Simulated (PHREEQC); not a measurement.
1 kg of water holding 51 mmol/kgw NaCl and 58 mmol/kgw NaHCO3 meets 20 L of dry gas (N2 1 by moles) at fixed total pressure, at 30 atm; fugacities by Peng-Robinson. The gases take part in no redox reaction, some water evaporates into the gas, and hydrates or a liquid gas phase aren't modelled. Nothing may precipitate in this run.

The numbers come from PHREEQC with the ion-association model, phreeqc.dat.

| T (°C) | dissolved N2 (mol/kgw) | φ of N2 |
|---|---|---|
| 10 | 0.0236 | 0.983 |
| 20 | ___ | 0.987 |
| 30 | ___ | 0.989 |
| 40 | 0.0157 | 0.992 |
| 50 | 0.0145 | 0.994 |
| 60 | ___ | 0.996 |
| 70 | 0.0131 | 0.998 |
| 80 | 0.0127 | 1.000 |
| 90 | 0.0126 | 1.001 |

**Question.** Complete the blanks.

**Answer.** 
- 20, dissolved N2 (mol/kgw): 0.0200
- 30, dissolved N2 (mol/kgw): 0.0175
- 60, dissolved N2 (mol/kgw): 0.0136

Away from 25 °C the constants follow the database's enthalpies or fits; those with neither stay at their 25 °C values.
